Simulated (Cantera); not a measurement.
Cantera with NASA thermochemical tables; ideal gases at 1 bar, condensed phases pure. Values are per mole of reaction as written; species without (g) are pure solids or liquids, kept so even where they would boil at 1 bar.

CaCl2 + 2 H(g) ⇌ 2 HCl(g) + Ca(g)

```
T (K)    ΔH° (kJ)   ΔS° (J/K)    ΔG° (kJ)     log10 K
-----  ----------  ----------  ----------  ----------
2273        227.6        75.1        57.0       -1.31
2373   (withheld)  (withheld)  (withheld)  (withheld)
2473        217.6        70.9        42.4       -0.90
2573   (withheld)  (withheld)  (withheld)  (withheld)
2673        207.9        67.1        28.6       -0.56
```

Q: Some entries are withheld; supply them.

A: 
- 2373, ΔH° (kJ): 222.6
- 2373, ΔS° (J/K): 72.9
- 2373, ΔG° (kJ): 49.6
- 2373, log10 K: -1.09
- 2573, ΔH° (kJ): 212.8
- 2573, ΔS° (J/K): 68.9
- 2573, ΔG° (kJ): 35.4
- 2573, log10 K: -0.72
